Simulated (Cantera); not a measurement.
An adiabatic, constant-volume homogeneous reactor starts with H2 : O2 : N2 : CO2 = 1 : 0.385 : 1.45 : 0.15 (molar parts), equivalence ratio 1.3, at 1148 K and 100000 Pa.

Detailed kinetics in Cantera: GRI-Mech 3.0 (53 species, 325 reactions).

Task: Predict: time of steepest temperature rise; temperature at 2.00 s; equilibrium temperature; x(H2) at 2.00 s; x(O2) at 2.00 s; x(H2O) at 2.00 s; x(N2O) at 2.00 s; x(NO) at 2.00 s; x(HO2) at 2.00 s; x(H2O2) at 2.00 s.

Result: 
| Item | Value |
|---|---|
| time of steepest temperature rise | 67.2 µs |
| temperature at 2.00 s | 2843 K |
| equilibrium temperature | 2843 K |
| x(H2) at 2.00 s | 0.0699 (gas-phase equilibrium 0.0699) |
| x(O2) at 2.00 s | 0.00497 (gas-phase equilibrium 0.00497) |
| x(H2O) at 2.00 s | 0.285 (gas-phase equilibrium 0.285) |
| x(N2O) at 2.00 s | 3.45e-7 (gas-phase equilibrium 3.45e-7) |
| x(NO) at 2.00 s | 0.00498 (gas-phase equilibrium 0.00498) |
| x(HO2) at 2.00 s | 3.89e-6 (gas-phase equilibrium 3.89e-6) |
| x(H2O2) at 2.00 s | 4.04e-7 (gas-phase equilibrium 4.04e-7) |
